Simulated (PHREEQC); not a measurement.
A made-up water analysis in mg/L, 25 °C, pH 8.34, pe 10.5:

| constituent | mg/L |
|---|---|
| Na | 2460 |
| K | 32 |
| Ca | 356 |
| Mg | 180 |
| Cl | 4970 |
| S(6) as SO4 | 19.3 |
| Alkalinity as HCO3 | 7.73 |
| Br | 1.93 |
| F | 5.7 |

Valence states are taken as typed.

The numbers come from PHREEQC with the ion-association model, phreeqc.dat.

Problem. The ionic strength comes out as 0.158 mol/kgw. What activity coefficients do F-, OH-, SO4-2, MgHCO3+, Na+ get?

Solution. F- 0.73, OH- 0.73, SO4-2 0.32, MgHCO3+ 0.74, Na+ 0.76.

No solid was allowed to form. Saturation is exceeded, for instance for Fluorite; the values hold only as long as no solid forms. Species that the database lacks are ignored.
